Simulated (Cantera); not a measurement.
Input: 1 mol S, 0.007 mol SO2, 1.1 mol H2, equilibrated at 1375 °C and 2.60 bar.

These are equilibrium values from Cantera (NASA tables, ideal gas, pure condensed phases), not measurements of a reactor. The numbers say what is thermodynamically allowed, not how fast it happens.

```csv
species,before,after
H2,0.375,0.482
H2S,0.452,0.281
S2,0.156,0.208
SH,0.00668,0.0178
H2O,0.0107,0.00986
H,3.38e-5,0.000337
S,4.76e-5,0.000445
SO,1.10e-5,5.74e-5
S2O,1.65e-5,2.99e-5
```
Gas species are given as mole fractions.

**Question.** What was changed between the two runs?
A. SO2 from 0.007 to 0.026 mol
B. temperature from 1375 °C to 1625 °C
C. H2 from 1.1 to 4.6 mol
D. H2 from 1.1 to 9.8 mol

**Answer.** B, temperature from 1375 °C to 1625 °C
